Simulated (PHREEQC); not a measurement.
A column of 0.1 m (40 cells, dispersivity 0.005 m, 720 s a shift, diffusion coefficient 3e-10 m²/s) holds 0.02 eq of the database's cation exchanger X per kg of pore water, first in equilibrium with 0.032 mol MgSO4, 0.079 mol KCl and 1e-05 mol HCl per kg of water. It is flushed with 40 mmol/kgw LiCl and 0.01 mmol/kgw HCl, at 25 °C. Values are for the last cell. The system is closed to CO2. Nothing may precipitate in this run.

The series has 31 steps of pore volumes, from 0 to 3.013.

Model: ion-association model, phreeqc.dat, run in PHREEQC.

Task: After how many pore volumes does Li at the outlet first reach half of its feed value?

Result: By 1.1 pore volumes.
